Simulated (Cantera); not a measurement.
## Stirred combustor or abatement burner

A perfectly stirred reactor is fed with CH4 : H2 : O2 : N2 = 1 : 0.046 : 3.11 : 11.7 (molar parts), at 713 Torr; it is adiabatic with a 450 K inlet, and is followed from long to short residence time, starting on the burning branch (τ in s: 0.037, 0.015, 0.0061, 0.0025, 0.001, 0.00042, 0.00017, 6.9e-05, 2.8e-05, 1.2e-05, 4.7e-06).

Computed with Cantera and GRI-Mech 3.0 (53 species, 325 reactions).

```csv
τ (s),T (K),x CH4,x H2,x O2,x CH2CO,x C2H,x CO
0.037,1859,1.61e-5,0.000308,0.0685,1.46e-9,2.22e-12,0.000846
0.015,1847,2.86e-5,0.000531,0.0687,3.60e-9,4.74e-12,0.00149
0.0061,1829,5.12e-5,0.000905,0.0690,8.36e-9,9.33e-12,0.00258
0.0025,1801,9.35e-5,0.00148,0.0698,1.90e-8,1.77e-11,0.00436
0.0010,1757,0.000184,0.00233,0.0712,4.68e-8,3.50e-11,0.00730
0.00042,1696,0.000392,0.00336,0.0740,1.31e-7,7.55e-11,0.0119
0.00017,1595,0.00119,0.00482,0.0813,6.92e-7,2.39e-10,0.0212
6.9e-5,450,0.0631,0.00290,0.196,<1e-12,<1e-12,<1e-12
2.8e-5,450,0.0631,0.00290,0.196,<1e-12,<1e-12,<1e-12
1.2e-5,450,0.0631,0.00290,0.196,<1e-12,<1e-12,<1e-12
4.7e-6,450,0.0631,0.00290,0.196,<1e-12,<1e-12,<1e-12
```
x: mole fraction; the columns are a selection and need not sum to one.
